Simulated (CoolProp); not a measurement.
Vapour-liquid equilibrium of ethanol (1) + cyclohexane (2) at 426.7 K; x and y are mole fractions of (1).

Computed with CoolProp (multi-fluid Helmholtz-energy mixture model, Schroeder 2014 and Zhou 2014; pair parameters Bell 2016).

Question: Give the bubble pressure and the first vapour's composition at x = 0.05, 0.25, 0.45. Is there an azeotrope?

Answer: x = 0.05: 729.9 kPa, y = 0.199; x = 0.25: 1029 kPa, y = 0.485; x = 0.45: 1136 kPa, y = 0.586. y crosses x between x = 0.65 and 0.75: the model has an azeotrope there.

The pair parameters rest on a limited set of measurements; away from them the model extrapolates.
